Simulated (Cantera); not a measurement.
Equilibrium for silicon carbide growth: SiHCl3 + CH4 + H2

Feed: 1 mol SiHCl3, 0.039 mol CH4, 250 mol H2, at 1400 K and 13.3 mbar.

These are equilibrium values from Cantera (NASA tables, ideal gas, pure condensed phases), not measurements of a reactor. Candidate condensed phases: C, C6H6, C7H8, C8H18, Si, SiC; 109 gas species. Mutual solubility and eutectic melting of coexisting phases are not modelled. Kinetics and transport are ignored.

The x(H2) is 0.988 and the x(HCl) is 0.0111. The x(SiCl2) comes out as 0.000371. The x(H) comes out as 4.19e-5 and the x(SiCl3) is 2.39e-6. The n(Si(s)) is 0.867 mol and the n(SiC(s)) comes out as 0.0389 mol. The gas amount is 252.1 mol and the log10 activity of C(graphite) (absent) is -2.32.
